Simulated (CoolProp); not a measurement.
Properties of water at several states.

Values from CoolProp's reference Helmholtz-energy equation of state, Wagner 2002.

| T (K) | p (MPa) | phase | cp (kJ/(kg K)) | cv (kJ/(kg K)) | speed of sound (m/s) | expansivity (1/kK) | viscosity (µPa s) | fugacity coefficient |
|---|---|---|---|---|---|---|---|---|
| 906.6 | 0.941 | gas | 2.243 | 1.770 | 725.4 | 1.121 | 34.0 | 0.9963 |
| 810.9 | 0.012 | gas | 2.157 | 1.696 | 690.0 | 1.234 | 30.1 | 0.9999 |
| 304.7 | 0.356 | liquid | 4.179 | 4.110 | 1513 | 0.3171 | 772 | 0.01304 |
| 767.4 | 1.03 | gas | 2.166 | 1.682 | 669.8 | 1.345 | 28.3 | 0.9920 |
| 616.3 | 24.2 | liquid | 6.597 | 2.990 | 785.1 | 4.577 | 75.2 | 0.4701 |

Viscosity comes from a separate model (Huber 2009).
